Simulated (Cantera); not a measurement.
Thermodynamics of abatement and gas-phase synthesis, feed H₂O + H₂

A closed system holds: 1 mol H₂O, 3.1 mol H₂, at 0.100 bar.

Equilibrium computed with Cantera from the NASA thermochemical tables; the gas is ideal and each condensed phase is pure. Candidate condensed phases: H₂O; 9 gas species. Rates play no part.

```
T (K)   x H₂     x H  x H₂O      x OH       x O      x O₂
-----  -----  ------  -----  --------  --------  --------
2200   0.743  0.0153  0.241  0.000696   1.00e-5   1.37e-6
2300   0.733  0.0262  0.239   0.00138   3.36e-5   4.58e-6
2400   0.719  0.0427  0.236   0.00257  0.000102   1.38e-5
2500   0.698  0.0664  0.230   0.00454  0.000284   3.84e-5
2600   0.670  0.0994  0.222   0.00762  0.000731   9.87e-5
2700   0.633   0.143  0.210    0.0122   0.00175  0.000235
2800   0.586   0.198  0.193    0.0184   0.00390  0.000515
2900   0.530   0.265  0.170    0.0260   0.00806   0.00103
3000   0.467   0.341  0.141    0.0342    0.0153   0.00183
3100   0.398   0.424  0.107    0.0409    0.0264   0.00279
```
x: gas mole fraction; nothing condenses.

From 2200 K to 3100 K nothing is condensed.
